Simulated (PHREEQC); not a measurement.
Solution (65 °C): 0.23 mol/kgw HF, 0.12 mol/kgw NH4F, 0.00017 mol/kgw H4SiO4 and 0.00088 mol/kgw HCl. Closed to the air; pH follows from the charge balance.

The numbers come from PHREEQC with the ion-association model, wateq4f.dat.

This is a speciation only: nothing precipitates in the calculation.

Task: Order these F species by the share of F that they hold, largest first: SiF6-2, H2F2, HF, HF2-, F-.

Result: HF (44 %), HF2- (28 %), F- (20 %), H2F2 (7.7 %), SiF6-2 (0.29 %)

The pH is 3.03 and the ionic strength 0.121 mol/kgw. wateq4f.dat counts part of the HF as a dimer, H2F2, which phreeqc.dat doesn't know; its constant is uncertain. Constants without temperature data keep their 25 °C values here. SiF6-2 is the database's only silicon fluoride.
